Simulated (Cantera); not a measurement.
Standard-state values (1 bar) from the NASA 1993 polynomials, evaluated with Cantera. Values are per mole of reaction as written; species without (g) are pure solids or liquids, kept so even where they would boil at 1 bar.

3 NiS + 2 NH3(g) ⇌ 3 H2S(g) + 3 Ni + N2(g)

| T (K) | ΔH° (kJ) | ΔS° (J/K) | ΔG° (kJ) | log10 K |
|---|---|---|---|---|
| 300 | 294.0 | 354.0 | 187.8 | -32.69 |
| 600 | ___ | ___ | ___ | ___ |
| 650 | 291.9 | 349.4 | 64.8 | -5.21 |
| 700 | 272.2 | 319.2 | 48.8 | -3.64 |
| 750 | 271.3 | 317.9 | 32.8 | -2.29 |
| 800 | ___ | ___ | ___ | ___ |
| 850 | ___ | ___ | ___ | ___ |

Q: Complete the blanks.

A: 
- 600, ΔH° (kJ): 291.9
- 600, ΔS° (J/K): 349.3
- 600, ΔG° (kJ): 82.3
- 600, log10 K: -7.16
- 800, ΔH° (kJ): 270.1
- 800, ΔS° (J/K): 316.5
- 800, ΔG° (kJ): 17.0
- 800, log10 K: -1.11
- 850, ΔH° (kJ): 269.0
- 850, ΔS° (J/K): 315.1
- 850, ΔG° (kJ): 1.2
- 850, log10 K: -0.07
